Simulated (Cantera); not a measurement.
An isothermal, constant-pressure homogeneous reactor starts with 75.2 % NH3, 24.8 % H2, at 1975 K and 101000 Pa.

Model: the gas-phase N/H chemistry of the illustrative SiF4/NH3 mechanism in the Surface Chemkin manual (1991), integrated in Cantera. Walls and surfaces, which speed up NH3 decomposition in real reactors, are not modelled.

One state of this run: x NH3 = 0.381; x H2 = 0.513; x H = 0.000267; x NH2 = 0.000569; x N2H4 = 1.86e-7; x N2H2 = 1.76e-6; x NH = 9.60e-6. x: mole fraction; the columns are a selection and need not sum to one.

Question: Which value of t (s) does it belong to?
A. 0.00166
B. 0.241
C. 0.0285
D. 0.000815

Answer: C, 0.0285
